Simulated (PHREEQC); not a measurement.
# Nickel, zinc or cadmium bath (model solution)

Make-up at 25 °C: 140 mmol/kgw ZnCl2 and 2.3 mmol/kgw H2SO4. Closed to the air; pH follows from the charge balance.

Model: ion-association model, phreeqc.dat, run in PHREEQC.

Each row changes one thing in this solution. This is a speciation only: nothing precipitates in the calculation.

| case | pH | ionic strength (mol/kgw) | Cl- (mol/kgw) | Zn+2 (mol/kgw) | ZnCl+ (mol/kgw) | ZnCl2 (mol/kgw) |
|---|---|---|---|---|---|---|
| as made | 2.46 | 0.375 | 0.254 | 0.117 | 0.0190 | 0.00209 |
| temperature from 25 to 75 °C | 2.48 | 0.278 | 0.201 | 0.0712 | 0.0592 | 0.00618 |
| temperature from 25 to 30 °C | 2.46 | 0.367 | 0.250 | 0.113 | 0.0223 | 0.00246 |
| diluted 2-fold with water | 2.74 | 0.196 | 0.132 | 0.0622 | 0.00662 | 0.000452 |
| diluted 5-fold with water | ___ | 0.0812 | 0.0544 | 0.0262 | ___ | ___ |
| ZnCl2 from 0.14 to 0.028 mol/kgw | 2.44 | 0.0833 | 0.0544 | 0.0255 | 0.00148 | 5.05e-5 |
| ZnCl2 from 0.14 to 0.07 mol/kgw | 2.45 | 0.197 | 0.132 | 0.0617 | 0.00656 | 0.000447 |
| H2SO4 left out | 4.92 | 0.373 | 0.254 | 0.118 | 0.0192 | 0.00211 |
| 0.004 mol/kgw NaOH added | 3.34 | 0.375 | 0.254 | 0.117 | 0.0190 | 0.00209 |

Q: Fill in the missing entries.

A: 
- diluted 5-fold with water, pH: 3.12
- diluted 5-fold with water, ZnCl+ (mol/kgw): 0.00153
- diluted 5-fold with water, ZnCl2 (mol/kgw): 5.25e-5

Complexes and solids missing from the database can't appear. Constants without temperature data keep their 25 °C values here.
